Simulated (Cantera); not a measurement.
An isothermal, constant-pressure homogeneous reactor starts with 27.8 % NH3, 72.2 % N2, at 2300 K and 10.00 Torr.

Cantera simulation using the gas-phase N/H chemistry of the illustrative SiF4/NH3 mechanism in the Surface Chemkin manual (1991); the numbers are that mechanism's predictions, not measurements. Walls and surfaces, which speed up NH3 decomposition in real reactors, are not modelled.

### Question
Predict: x(NH3) at 1.00 s; x(N) at 1.00 s; x(NH2) at 1.00 s; x(H2) at 1.00 s; x(NH) at 1.00 s.

### Answer
```
Item                                                 Value
----------------  ----------------------------------------
x(NH3) at 1.00 s  0.000106 (gas-phase equilibrium 2.27e-8)
x(N) at 1.00 s     4.87e-6 (gas-phase equilibrium 2.73e-7)
x(NH2) at 1.00 s   8.16e-6 (gas-phase equilibrium 1.12e-8)
x(H2) at 1.00 s        0.321 (gas-phase equilibrium 0.296)
x(NH) at 1.00 s    4.34e-6 (gas-phase equilibrium 3.81e-8)
```
